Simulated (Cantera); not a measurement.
**Equilibrium for abatement and gas-phase synthesis: H₂S + H₂O + O₂**

A closed system holds: 1 mol H₂S, 9.2 mol H₂O, 0.44 mol O₂, held at 2398 K.

Equilibrium computed with Cantera from the NASA thermochemical tables; the gas is ideal and each condensed phase is pure. Candidate condensed phases: H₂O, H₂SO₄, S; 19 gas species. The ideal-gas law is rough above about 30 bar. Kinetics and transport are ignored.

From 0.000100 bar to 300 bar nothing is condensed.

```json
[
 {"P (Pa)": "10", "x H₂O": "0.0620", "x H": "0.507", "x H₂": "0.104", "x O": "0.183", "x OH": "0.0557", "x SO₂": "0.0149", "x O₂": "0.0453", "x H₂S": "6.92e-7", "x SO": "0.0210"},
 {"P (Pa)": "120", "x H₂O": "0.378", "x H": "0.199", "x H₂": "0.191", "x O": "0.0503", "x OH": "0.0721", "x SO₂": "0.0466", "x O₂": "0.0412", "x H₂S": "4.40e-6", "x SO": "0.0199"},
 {"P (Pa)": "1400", "x H₂O": "0.627", "x H": "0.0562", "x H₂": "0.178", "x O": "0.00766", "x OH": "0.0363", "x SO₂": "0.0662", "x O₂": "0.0112", "x H₂S": "2.16e-5", "x SO": "0.0159"},
 {"P (Pa)": "17000", "x H₂O": "0.713", "x H": "0.0157", "x H₂": "0.169", "x O": "0.000755", "x OH": "0.0121", "x SO₂": "0.0716", "x O₂": "0.00132", "x H₂S": "0.000188", "x SO": "0.0144"},
 {"P (Pa)": "210000", "x H₂O": "0.743", "x H": "0.00436", "x H₂": "0.161", "x O": "6.71e-5", "x OH": "0.00369", "x SO₂": "0.0699", "x O₂": "0.000128", "x H₂S": "0.00178", "x SO": "0.0128"},
 {"P (Pa)": "2500000", "x H₂O": "0.779", "x H": "0.00114", "x H₂": "0.132", "x O": "7.22e-6", "x OH": "0.00124", "x SO₂": "0.0613", "x O₂": "1.77e-5", "x H₂S": "0.00930", "x SO": "0.00876"},
 {"P (Pa)": "30000000", "x H₂O": "0.824", "x H": "0.000271", "x H₂": "0.0888", "x O": "9.42e-7", "x OH": "0.000461", "x SO₂": "0.0493", "x O₂": "3.62e-6", "x H₂S": "0.0247", "x SO": "0.00450"}
]
```
x: gas mole fraction; nothing condenses.
